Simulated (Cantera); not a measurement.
A perfectly stirred reactor is fed with 4.76 % NH3, 95.2 % H2, at 248 Torr; it is held at 2273 K, and followed from long to short residence time.

Model: the gas-phase N/H chemistry of the illustrative SiF4/NH3 mechanism in the Surface Chemkin manual (1991), integrated in Cantera. Walls and surfaces, which speed up NH3 decomposition in real reactors, are not modelled.

Task: Predict: x(NH3) at τ = 0.970 s; x(H2) at τ = 0.970 s; x(N2H2) at τ = 0.970 s; x(NH2) at τ = 0.970 s; x(NH3) at τ = 11.0 ms; x(H2) at τ = 11.0 ms; x(N2H4) at τ = 11.0 ms; x(N2H2) at τ = 11.0 ms; x(NH2) at τ = 11.0 ms.

Result: 
```json
{
  "x(NH3) at τ = 0.970 s": "0.000407",
  "x(H2) at τ = 0.970 s": "0.963",
  "x(N2H2) at τ = 0.970 s": "2.61e-9",
  "x(NH2) at τ = 0.970 s": "1.87e-5",
  "x(NH3) at τ = 11.0 ms": "0.0211",
  "x(H2) at τ = 11.0 ms": "0.962",
  "x(N2H4) at τ = 11.0 ms": "1.95e-9",
  "x(N2H2) at τ = 11.0 ms": "2.79e-7",
  "x(NH2) at τ = 11.0 ms": "0.000298"
}
```
